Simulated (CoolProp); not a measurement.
A single-stage vapour-compression cycle with cis-2-butene: evaporating at 239.15 K (dew point), condensing at 268.15 K (bubble point), superheat 10 K, subcooling 2 K, compressor efficiency 0.7, no pressure losses. Each further row changes one setting.

Values from CoolProp's reference Helmholtz-energy equation of state, Lemmon 2005. It is a short technical equation, of lower accuracy than the large ones.

```
case                              cooling COP  pressure ratio  discharge temperature (K)  refrigerating effect (kJ/kg)  volumetric capacity (kJ/m³)
--------------------------------  -----------  --------------  -------------------------  ----------------------------  ---------------------------
as stated                                5.30            3.91                      306.4                           405                          204
evaporating temperature 244.15 K         6.64            3.01                      300.6                           412                          264
condensing temperature 263.15 K          6.50            3.17                      297.5                           416                          209
subcooling 7 K                           5.44            3.91                      306.4                           416                          209
superheat 20 K                           5.26            3.91                      317.0                           419                          202
compressor efficiency 0.6                4.54            3.91                      314.8                           405                          204
```
